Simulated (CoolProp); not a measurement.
Vapour-liquid equilibrium of hydrogen sulfide (1) + benzene (2) at 292.7 K; x and y are mole fractions of (1).

Values from CoolProp's multi-fluid Helmholtz-energy mixture model, Lemmon 2006 and Thol 2012; pair parameters Bell 2016.

```csv
x,bubble pressure (MPa),y at the bubble point,dew pressure at overall composition x (MPa),liquid density (mol/L)
0.05,0.09154,0.895,0.01033,11.60
0.2,0.3265,0.973,0.01227,12.75
0.35,0.5610,0.986,0.01509,14.09
0.5,0.8071,0.992,0.01960,15.67
0.65,1.071,0.995,0.02794,17.53
0.8,1.353,0.998,0.04863,19.73
0.95,1.655,0.999,0.1864,22.26
```

No azeotrope shows between x = 0.05 and 0.95.

Pair parameters are fitted to limited data, so mixtures are less certain than the pure fluids.
